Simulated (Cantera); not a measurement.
Charge: 1 mol MgCO3, 0.013 mol H2O, held at 1225 K and 0.270 bar.

These are equilibrium values from Cantera (NASA tables, ideal gas, pure condensed phases), not measurements of a reactor. Candidate condensed phases: C, C6H6, C7H8, C8H18, H2O, Mg, MgCO3, MgO, Mg(OH)2; 116 gas species. Kinetics and transport are ignored.

Base state: CO2 0.987, H2O 0.0128, CO 1.91e-5 (mole fractions); condensed: MgO(s).

Q: What changes in the equilibrium state with this change: temperature from 1225 K to 1600 K?

A: 
```json
[
 {"species": "CO2", "before": "0.987", "after": "0.985"},
 {"species": "H2O", "before": "0.0128", "after": "0.0128"},
 {"species": "CO", "before": "1.91e-5", "after": "0.00142"},
 {"species": "O2", "before": "9.57e-6", "after": "0.000708"},
 {"species": "OH", "before": "1.70e-7", "after": "2.12e-5"},
 {"species": "MgO(s), mol", "before": "1.00", "after": "1.00"}
]
```
